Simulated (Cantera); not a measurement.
Input: 1 mol Fe2O3, 0.67 mol O2, 7 mol N2, equilibrated at 1200 °C and 7600 Pa.

Equilibrium computed with Cantera from the NASA thermochemical tables; the gas is ideal and each condensed phase is pure. Candidate condensed phases: Fe, FeO, Fe2O3, Fe3O4; 11 gas species. The numbers say what is thermodynamically allowed, not how fast it happens.

Base state: N2 0.912, O2 0.0870, NO 0.000741 (mole fractions); condensed: Fe2O3(s).

What changes in the equilibrium state with this change: 0.032 mol CH4 added?


```csv
species,before,after
N2,0.912,0.908
O2,0.0870,0.0783
H2O,0,0.00830
CO2,0,0.00415
OH,0,2.64e-5
NO,0.000741,0.000702
"Fe2O3(s), mol",1.00,1.00
```
Further candidate phases: C, C6H6, C7H8, C8H18, Fe(CO)5, Fe(OH)2, Fe(OH)3, H2O.

What changes in the equilibrium state with this change: Fe2O3 replaced by FeS?


```json
[
 {"species": "N2", "before": "0.912", "after": "0.930"},
 {"species": "SO2", "before": "0", "after": "0.0375"},
 {"species": "S2", "before": "0", "after": "0.0311"},
 {"species": "O2", "before": "0.0870", "after": "<1e-9"},
 {"species": "SO", "before": "0", "after": "0.00111"},
 {"species": "S2O", "before": "0", "after": "0.000378"},
 {"species": "S", "before": "0", "after": "1.90e-5"},
 {"species": "NO", "before": "0.000741", "after": "6.99e-8"},
 {"species": "Fe2O3(s), mol", "before": "1.00", "after": "0"},
 {"species": "FeO(s), mol", "before": "0", "after": "0.765"},
 {"species": "FeS(l), mol", "before": "0", "after": "0.235"}
]
```
Metal and sulfide melt together well below either melting point, which pure phases cannot show. Mutual solubility and eutectic melting of coexisting phases are not modelled. The tables' stoichiometric FeO is somewhat more stable than real wüstite, so its field is too wide. FeO, FeS: taken at fixed stoichiometry. Further candidate phases: FeS, FeSO4, FeS2, Fe2(SO4)3, S.

What changes in the equilibrium state with this change: temperature from 1200 °C to 1325 °C?


| species | before | after |
|---|---|---|
| N2 | 0.912 | 0.893 |
| O2 | 0.0870 | 0.106 |
| NO | 0.000741 | 0.00145 |
| O | 2.99e-6 | 1.68e-5 |
| Fe2O3(s), mol | 1.00 | 0 |
| Fe3O4(s), mol | 0 | 0.667 |
